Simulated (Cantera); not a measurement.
# Adiabatic ignition

An adiabatic, constant-volume homogeneous reactor starts with CH4 : O2 : N2 = 1 : 1.18 : 11.8 (molar parts), at 1450 K and 12.0 bar.

Computed with Cantera and GRI-Mech 3.0 (53 species, 325 reactions). The pressure lies above the range GRI-Mech 3.0 was tuned for (to about 10 atm).

```csv
t (s),T (K),P (bar),x CH4,x O2,x C2H4,x OH,x HCN,x CO2
8.00e-6,1450,12.0,0.0715,0.0844,6.04e-10,7.11e-9,<1e-12,4.88e-11
1.83e-5,1450,12.0,0.0715,0.0844,1.25e-8,1.77e-8,<1e-12,8.45e-10
4.20e-5,1450,12.0,0.0715,0.0844,2.48e-7,3.95e-8,<1e-12,1.43e-8
9.61e-5,1451,12.0,0.0714,0.0843,2.41e-6,6.41e-8,<1e-12,1.22e-7
0.000220,1453,12.0,0.0709,0.0841,1.46e-5,1.14e-7,<1e-12,6.79e-7
0.000504,1467,12.1,0.0683,0.0825,0.000156,4.12e-7,<1e-12,9.29e-6
0.00115,2335,20.5,3.26e-5,6.00e-7,6.35e-8,0.000142,2.91e-5,0.0133
0.00264,2335,20.5,3.61e-10,6.15e-7,<1e-12,0.000144,9.00e-7,0.0132
0.00605,2336,20.5,3.47e-10,6.17e-7,<1e-12,0.000144,5.16e-7,0.0133
0.0139,2336,20.5,3.44e-10,6.18e-7,<1e-12,0.000144,3.75e-7,0.0133
0.0317,2336,20.5,3.44e-10,6.18e-7,<1e-12,0.000144,3.57e-7,0.0133
0.0727,2336,20.5,3.44e-10,6.18e-7,<1e-12,0.000144,3.57e-7,0.0133
0.167,2336,20.5,3.44e-10,6.18e-7,<1e-12,0.000144,3.57e-7,0.0133
0.381,2336,20.5,3.44e-10,6.18e-7,<1e-12,0.000144,3.57e-7,0.0133
0.873,2336,20.5,3.44e-10,6.18e-7,<1e-12,0.000144,3.57e-7,0.0133
2.00,2336,20.5,3.44e-10,6.18e-7,<1e-12,0.000144,3.57e-7,0.0133
```
x: mole fraction; the columns are a selection and need not sum to one.

| Property | Value |
|---|---|
| time of steepest temperature rise | 0.861 ms |
| temperature at 2.00 s | 2336 K |
| equilibrium temperature | 2336 K |
| x(CH4) at 2.00 s | 3.44e-10 (gas-phase equilibrium 3.83e-10) |
| x(O2) at 2.00 s | 6.18e-7 (gas-phase equilibrium 6.18e-7) |
| x(C2H4) at 2.00 s | <1e-12 (gas-phase equilibrium <1e-12) |
